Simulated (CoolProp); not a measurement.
Properties of dimethyl carbonate along the isotherm 323.6 K.

The numbers come from the reference Helmholtz-energy equation of state, Zhou 2011 in CoolProp.

```json
[
 {"p (MPa)": "0.0342", "phase": "liquid", "cv (kJ/(kg K))": "1.377", "isothermal compressibility (1/MPa)": "0.001102"},
 {"p (MPa)": "0.0502", "phase": "liquid", "cv (kJ/(kg K))": "1.377", "isothermal compressibility (1/MPa)": "0.001102"},
 {"p (MPa)": "0.0736", "phase": "liquid", "cv (kJ/(kg K))": "1.377", "isothermal compressibility (1/MPa)": "0.001102"},
 {"p (MPa)": "0.108", "phase": "liquid", "cv (kJ/(kg K))": "1.377", "isothermal compressibility (1/MPa)": "0.001101"},
 {"p (MPa)": "0.159", "phase": "liquid", "cv (kJ/(kg K))": "1.377", "isothermal compressibility (1/MPa)": "0.001101"},
 {"p (MPa)": "0.233", "phase": "liquid", "cv (kJ/(kg K))": "1.377", "isothermal compressibility (1/MPa)": "0.001100"},
 {"p (MPa)": "0.342", "phase": "liquid", "cv (kJ/(kg K))": "1.377", "isothermal compressibility (1/MPa)": "0.001098"},
 {"p (MPa)": "0.502", "phase": "liquid", "cv (kJ/(kg K))": "1.377", "isothermal compressibility (1/MPa)": "0.001096"},
 {"p (MPa)": "0.736", "phase": "liquid", "cv (kJ/(kg K))": "1.377", "isothermal compressibility (1/MPa)": "0.001093"},
 {"p (MPa)": "1.08", "phase": "liquid", "cv (kJ/(kg K))": "1.377", "isothermal compressibility (1/MPa)": "0.001089"},
 {"p (MPa)": "1.59", "phase": "liquid", "cv (kJ/(kg K))": "1.378", "isothermal compressibility (1/MPa)": "0.001083"},
 {"p (MPa)": "2.33", "phase": "liquid", "cv (kJ/(kg K))": "1.378", "isothermal compressibility (1/MPa)": "0.001074"},
 {"p (MPa)": "3.42", "phase": "liquid", "cv (kJ/(kg K))": "1.379", "isothermal compressibility (1/MPa)": "0.001062"},
 {"p (MPa)": "5.02", "phase": "liquid", "cv (kJ/(kg K))": "1.379", "isothermal compressibility (1/MPa)": "0.001044"},
 {"p (MPa)": "7.36", "phase": "liquid", "cv (kJ/(kg K))": "1.380", "isothermal compressibility (1/MPa)": "0.001018"}
]
```
